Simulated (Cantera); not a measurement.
Source: NASA polynomial tables (part measured, part estimated), evaluated in Cantera. Values are per mole of reaction as written; species without (g) are pure solids or liquids, kept so even where they would boil at 1 bar.

### Question
Between 523 and 673 K, where is each reaction favourable under standard conditions?
- 5 VO2(g) ⇌ V + 2 V2O5
- N2(g) + V2O4 ⇌ 2 NO2(g) + 2 V

### Answer
- 5 VO2(g) ⇌ V + 2 V2O5: ΔG° is -1402 kJ at 523 K and -1256 kJ at 673 K; it stays negative (K > 1). ΔH° is -1903 kJ and ΔS° -961 J/K at 673 K.
- N2(g) + V2O4 ⇌ 2 NO2(g) + 2 V: ΔG° is 1375 kJ at 523 K and 1346 kJ at 673 K; it stays positive (K < 1). ΔH° is 1475 kJ and ΔS° 193 J/K at 673 K.
